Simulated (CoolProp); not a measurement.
Nitrous oxide along the isobar 405 bar: density (kg/m³) from the reference equation and from simpler models built on Tc = 36.4 °C, pc = 72.45 bar, ω = 0.161; each cubic takes its own stable root.

Values from CoolProp's reference Helmholtz-energy equation of state, Lemmon 2006. It is a short technical equation, of lower accuracy than the large ones.

```json
[
 {"T (°C)": "-18.65", "phase": "liquid", "reference": "1103"},
 {"T (°C)": "-11.55", "phase": "liquid", "reference": "1084"},
 {"T (°C)": "-4.35", "phase": "liquid", "reference": "1065"},
 {"T (°C)": "2.75", "phase": "liquid", "reference": "1046"},
 {"T (°C)": "9.85", "phase": "liquid", "reference": "1027"},
 {"T (°C)": "17.05", "phase": "liquid", "reference": "1007"},
 {"T (°C)": "24.15", "phase": "liquid", "reference": "986.9"},
 {"T (°C)": "31.35", "phase": "liquid", "reference": "966.6"}
]
```

How far does each simpler model (Redlich-Kwong, Soave-Redlich-Kwong) lie from the reference over these 8 states: mean and median of the absolute difference, and the worst?


- Redlich-Kwong: mean 6.3 %, median 6.3 %, worst -6.4 % at -18.65 °C and 405 bar
- Soave-Redlich-Kwong: mean 5.6 %, median 5.6 %, worst -5.9 % at 31.35 °C and 405 bar
